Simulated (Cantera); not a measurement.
Feed: 1 mol Fe3O4, 3.8 mol C, 0.12 mol CO.

These are equilibrium values from Cantera (NASA tables, ideal gas, pure condensed phases), not measurements of a reactor. Candidate condensed phases: C, Fe, Fe(CO)5, FeO, Fe2O3, Fe3O4; 15 gas species. The tables' stoichiometric FeO is somewhat more stable than real wüstite, so its field is too wide. FeO: taken at fixed stoichiometry. Condensed phases not in the tables: cementite and carbon dissolved in iron. Kinetics and transport are ignored.

Stable condensed phases, one row left out:

```
T in K \ P in Pa
              10      36     130     460    1700    6000   22000   77000  280000 1000000
   2025        A       A       B       B       B       B       B       B       B       B
   1950        A       A       B       B       B       B       B       B       B       B
   1875        A       B       B       B       B       B       B       B       B       B
   1800        B       B       B       B       B       B       B       B       B       B
   1725        B       B       B       B       B       B       B       B       B       B
   1650        B       B       B       B       B       B       B       B       B       B
   1575        B       B       B       B       B       B       B       B       B       B
   1500        B       B       B       B       B       B       B       B       B       B
   1425        B       B       B       B       B       B       B       B       B       B
   1275        B       B       B       B       B       B       B       B       B       C
   1200        B       B       B       B       B       B       B       B       B       C
   1125        B       B       B       B       B       B       B       B       C       D
   1050        B       B       B       B       B       B       B       C       D       D
```

A: gas only; B: Fe; C: C + Fe; D: C + FeO.

Give the row for 1350 K.

10: Fe; 36: Fe; 130: Fe; 460: Fe; 1700: Fe; 6000: Fe; 22000: Fe; 77000: Fe; 280000: Fe; 1000000: Fe.
